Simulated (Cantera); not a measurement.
An isothermal, constant-pressure homogeneous reactor starts with CH4 : H2O = 1 : 1.5 (molar parts), at 1498 K and 0.878 atm. Integrator tolerance rtol = 1e-08.

Computed with Cantera and GRI-Mech 3.0 (53 species, 325 reactions).

Problem. What does this change do: temperature 1498 to 1975 K?

Solution. 
```tsv
quantity	before	after
x(CH4) at 4.00 s	0.0696 (gas-phase equilibrium 2.32e-6)	2.41e-8 (gas-phase equilibrium 2.89e-8)
x(H2O) at 4.00 s	0.353 (gas-phase equilibrium 0.0992)	0.104 (gas-phase equilibrium 0.104)
x(CO2) at 4.00 s	0.0150 (gas-phase equilibrium 0.0119)	0.00737 (gas-phase equilibrium 0.00737)
x(CH2CO) at 4.00 s	2.12e-5 (gas-phase equilibrium 1.33e-11)	2.60e-12 (gas-phase equilibrium 3.12e-12)
x(CH2O) at 4.00 s	3.06e-7 (gas-phase equilibrium 5.59e-8)	5.24e-8 (gas-phase equilibrium 5.24e-8)
```

Problem. What does this change do: temperature 1498 to 1550 K?

Solution. 
| quantity | before | after |
|---|---|---|
| x(CH4) at 4.00 s | 0.0696 (gas-phase equilibrium 2.32e-6) | 0.0461 (gas-phase equilibrium 1.25e-6) |
| x(H2O) at 4.00 s | 0.353 (gas-phase equilibrium 0.0992) | 0.267 (gas-phase equilibrium 0.1000) |
| x(CO2) at 4.00 s | 0.0150 (gas-phase equilibrium 0.0119) | 0.0178 (gas-phase equilibrium 0.0111) |
| x(CH2CO) at 4.00 s | 2.12e-5 (gas-phase equilibrium 1.33e-11) | 1.29e-5 (gas-phase equilibrium 1.08e-11) |
| x(CH2O) at 4.00 s | 3.06e-7 (gas-phase equilibrium 5.59e-8) | 2.13e-7 (gas-phase equilibrium 5.53e-8) |
